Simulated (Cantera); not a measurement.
**Thermodynamics of carbon deposition, reforming and gasification, feed n-butane + O2 + H2**

Input: 1 mol n-butane, 0.045 mol O2, 0.56 mol H2, at 852 °C.

These are equilibrium values from Cantera (NASA tables, ideal gas, pure condensed phases), not measurements of a reactor. Candidate condensed phases: C, C6H6, C7H8, C8H18, H2O; 110 gas species. The ideal-gas law is rough above about 30 bar. Rates play no part.

| P (Pa) | x H2 | x CH4 | x H2O | x CO | x C2H6 | n C(graphite) |
|---|---|---|---|---|---|---|
| 10 | 0.984 | 2.79e-6 | 1.01e-7 | 0.0159 | <1e-12 | 3.91 |
| 100 | 0.984 | 2.79e-5 | 1.01e-6 | 0.0159 | <1e-12 | 3.91 |
| 1000 | 0.984 | 0.000279 | 1.01e-5 | 0.0159 | 3.73e-11 | 3.91 |
| 10000 | 0.981 | 0.00278 | 0.000100 | 0.0159 | 3.70e-9 | 3.89 |
| 100000 | 0.957 | 0.0264 | 0.000947 | 0.0154 | 3.44e-7 | 3.77 |
| 1000000 | 0.798 | 0.184 | 0.00637 | 0.0124 | 1.99e-5 | 3.07 |
| 10000000 | 0.433 | 0.542 | 0.0179 | 0.00644 | 0.000319 | 2.01 |
x: gas mole fraction; n: condensed amount in mol.

From 10.0 Pa to 1.00e7 Pa the condensed part is C(graphite). The main C-bearing gas is CO at 10.0 Pa and CH4 at 1.00e7 Pa.
